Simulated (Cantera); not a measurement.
## Moist CO burnout

An isothermal, constant-pressure homogeneous reactor starts with CO : O2 : H2O : N2 = 0.0012 : 0.013 : 0.0065 : 1 (molar parts), equivalence ratio 0.046, at 1325 K and 110000 Pa.

Model: GRI-Mech 3.0 (53 species, 325 reactions), integrated in Cantera.

```json
[
 {"t (s)": "9.00e-5", "x CO": "0.00118", "x O2": "0.0127", "x H2O": "0.00637", "x CO2": "4.59e-10", "x O": "4.04e-10", "x N2O": "<1e-12", "x NO": "<1e-12"},
 {"t (s)": "0.000441", "x CO": "0.00118", "x O2": "0.0127", "x H2O": "0.00637", "x CO2": "3.43e-9", "x O": "2.06e-9", "x N2O": "<1e-12", "x NO": "<1e-12"},
 {"t (s)": "0.00216", "x CO": "0.00118", "x O2": "0.0127", "x H2O": "0.00637", "x CO2": "4.28e-7", "x O": "1.77e-7", "x N2O": "6.53e-11", "x NO": "<1e-12"},
 {"t (s)": "0.0106", "x CO": "0.000293", "x O2": "0.0123", "x H2O": "0.00632", "x CO2": "0.000883", "x O": "4.25e-5", "x N2O": "3.03e-7", "x NO": "1.80e-8"},
 {"t (s)": "0.0520", "x CO": "1.06e-5", "x O2": "0.0122", "x H2O": "0.00636", "x CO2": "0.00117", "x O": "2.00e-6", "x N2O": "5.01e-7", "x NO": "3.67e-8"},
 {"t (s)": "0.255", "x CO": "2.07e-7", "x O2": "0.0122", "x H2O": "0.00637", "x CO2": "0.00118", "x O": "1.46e-7", "x N2O": "3.32e-7", "x NO": "4.11e-8"},
 {"t (s)": "1.25", "x CO": "3.42e-9", "x O2": "0.0122", "x H2O": "0.00637", "x CO2": "0.00118", "x O": "3.48e-8", "x N2O": "3.33e-8", "x NO": "4.21e-8"},
 {"t (s)": "6.12", "x CO": "2.56e-9", "x O2": "0.0122", "x H2O": "0.00637", "x CO2": "0.00118", "x O": "2.91e-8", "x N2O": "9.60e-9", "x NO": "4.23e-8"},
 {"t (s)": "30.0", "x CO": "2.56e-9", "x O2": "0.0122", "x H2O": "0.00637", "x CO2": "0.00118", "x O": "2.91e-8", "x N2O": "9.60e-9", "x NO": "4.34e-8"}
]
```
x: mole fraction; the columns are a selection and need not sum to one.

Equilibrium at this temperature and pressure: CO 2.57e-9, O2 0.0121, H2O 0.00637, CO2 0.00118, O 2.91e-8, N2O 9.58e-9, NO 0.000125 (gas phase only).
